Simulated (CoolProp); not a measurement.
Methanol along the isobar 102 bar: fugacity coefficient from the reference equation and from simpler models built on Tc = 513.4 K, pc = 82.16 bar, ω = 0.565; each cubic takes its own stable root.

Computed with CoolProp (reference Helmholtz-energy equation of state, de Reuck 1993).

| T (K) | phase | reference |
|---|---|---|
| 391 | liquid | 0.06135 |
| 407.8 | liquid | 0.09347 |
| 424.5 | liquid | 0.1358 |
| 441.3 | liquid | 0.1900 |
| 458 | liquid | 0.2559 |
| 474.8 | liquid | 0.3337 |
| 491.5 | liquid | 0.4212 |
| 508.2 | liquid | 0.5157 |

How far does each simpler model (van der Waals, Peng-Robinson) lie from the reference over these 8 states: mean and median of the absolute difference, and the worst?


- van der Waals: mean 118.0 %, median 87.9 %, worst +312.9 % at 391 K and 102 bar
- Peng-Robinson: mean 5.2 %, median 5.9 %, worst +7.6 % at 407.8 K and 102 bar
